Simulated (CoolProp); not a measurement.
Vapour-liquid equilibrium of R22 (1) + c-C4F8 (RC318) (2) at 0.137 MPa; x and y are mole fractions of (1).

The numbers come from the multi-fluid Helmholtz-energy mixture model, Kamei 1995 and Platzer 1990; pair parameters Bell 2016 in CoolProp. This equation is an older, rougher fit; its heat capacities, sound speeds and derivatives of the liquid may be far off and weren't checked against measurements.

Q: Give the bubble temperature and the first vapour's composition at x = 0.05, 0.125, 0.425. Is there an azeotrope?

A: x = 0.05: -0.8 °C, y = 0.133; x = 0.125: -6.1 °C, y = 0.363; x = 0.425: -27.1 °C, y = 0.848. No azeotrope shows between x = 0.05 and 0.95.

The pair parameters rest on a limited set of measurements; away from them the model extrapolates. The gap from Raoult's law changes sign with composition, which may be real or a fault of the pair parameters; it wasn't checked against measurements.
